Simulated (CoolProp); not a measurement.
Properties of ammonia at several states.

Computed with CoolProp (reference Helmholtz-energy equation of state, Gao 2020).

| T (°C) | p (MPa) | phase | cv (kJ/(kg K)) | viscosity (µPa s) |
|---|---|---|---|---|
| 69.35 | 0.932 | gas | 1.857 | 11.6 |
| 179.85 | 5.18 | gas | 2.108 | 16.2 |
| 111.75 | 0.14 | gas | 1.766 | 13.4 |
| 143.85 | 0.415 | gas | 1.839 | 14.6 |

Viscosity comes from a separate model (Fenghour 1995).
